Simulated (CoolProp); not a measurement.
A closed Brayton cycle with dry air: compressor inlet 332.15 K and 2.3 MPa, high pressure 5.62 MPa, turbine inlet 955 K, compressor efficiency 0.89, turbine efficiency 0.85, recuperator effectiveness 0.9 (on enthalpy, no pinch check). Each further row changes one setting.

Model: reference Helmholtz-energy equation of state, Lemmon 2000, in CoolProp. It is a pseudo-pure fit of the blend.

| case | thermal efficiency (%) | net work (kJ/kg) | compressor to turbine work | compressor exit (K) | turbine exit (K) |
|---|---|---|---|---|---|
| as stated | 34.5 | 78.5 | 0.58 | 440.9 | 788.1 |
| turbine inlet 905 K | 32.1 | 68.5 | 0.62 | 440.9 | 745.4 |
| compressor inlet 342.15 K | 33.2 | 75.1 | 0.60 | 454.0 | 788.1 |
| high pressure 4.78 MPa | 34.5 | 69.5 | 0.56 | 419.2 | 815.9 |
| recuperator effectiveness 0.5 | 20.9 | 78.5 | 0.58 | 440.9 | 788.1 |
